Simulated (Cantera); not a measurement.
A closed system holds: 1 mol Si, 0.011 mol H2O, 15 mol N2, at 10.0 mbar.

Method: chemical equilibrium by Gibbs-energy minimisation in Cantera with the NASA 1993 tables (ideal gas, pure condensed phases). Candidate condensed phases: H2O, Si, SiO2, Si2N2O, Si3N4; 35 gas species. N2 is the only nitrogen source here; it is nearly inert below about 1500 K, so the nitride shown seldom forms there in practice. Mutual solubility and eutectic melting of coexisting phases are not modelled. The tables' values for SiN are old estimates; treat these amounts as uncertain. The numbers say what is thermodynamically allowed, not how fast it happens.

x: gas mole fraction; n: condensed amount in mol.

```json
[
 {"T (K)": "998", "x N2": "0.999", "x Si": "<1e-12", "x H": "[?]", "x H2": "0.000767", "x SiO": "<1e-12", "n Si2N2O(s)": "0.0110", "n Si3N4(s)": "0.326", "n Si(l)": "0"},
 {"T (K)": "1148", "x N2": "0.999", "x Si": "<1e-12", "x H": "[?]", "x H2": "0.000767", "x SiO": "9.09e-12", "n Si2N2O(s)": "0.0110", "n Si3N4(s)": "0.326", "n Si(l)": "0"},
 {"T (K)": "1298", "x N2": "0.999", "x Si": "5.31e-12", "x H": "[?]", "x H2": "0.000767", "x SiO": "1.05e-8", "n Si2N2O(s)": "0.0110", "n Si3N4(s)": "0.326", "n Si(l)": "0"},
 {"T (K)": "1448", "x N2": "0.999", "x Si": "4.07e-9", "x H": "[?]", "x H2": "0.000765", "x SiO": "2.75e-6", "n Si2N2O(s)": "0.0110", "n Si3N4(s)": "0.326", "n Si(l)": "0"},
 {"T (K)": "1598", "x N2": "0.999", "x Si": "8.81e-7", "x H": "[?]", "x H2": "0.000759", "x SiO": "0.000248", "n Si2N2O(s)": "0.00745", "n Si3N4(s)": "0.327", "n Si(l)": "0"},
 {"T (K)": "1748", "x N2": "0.998", "x Si": "7.47e-5", "x H": "[?]", "x H2": "0.000735", "x SiO": "0.000766", "n Si2N2O(s)": "0", "n Si3N4(s)": "0.329", "n Si(l)": "0"},
 {"T (K)": "1898", "x N2": "0.997", "x Si": "0.00123", "x H": "[?]", "x H2": "0.000632", "x SiO": "0.000731", "n Si2N2O(s)": "0", "n Si3N4(s)": "0", "n Si(l)": "0.968"},
 {"T (K)": "2048", "x N2": "0.990", "x Si": "0.00756", "x H": "[?]", "x H2": "0.000477", "x SiO": "0.000726", "n Si2N2O(s)": "0", "n Si3N4(s)": "0", "n Si(l)": "0.862"},
 {"T (K)": "2198", "x N2": "0.960", "x Si": "0.0362", "x H": "[?]", "x H2": "0.000251", "x SiO": "0.000704", "n Si2N2O(s)": "0", "n Si3N4(s)": "0", "n Si(l)": "0.371"}
]
```

Question: Fill in the missing entries.

Answer: 
- 998, x H: 5.96e-10
- 1148, x H: 1.98e-8
- 1298, x H: 2.97e-7
- 1448, x H: 2.55e-6
- 1598, x H: 1.47e-5
- 1748, x H: 6.19e-5
- 1898, x H: 0.000196
- 2048, x H: 0.000489
- 2198, x H: 0.000882
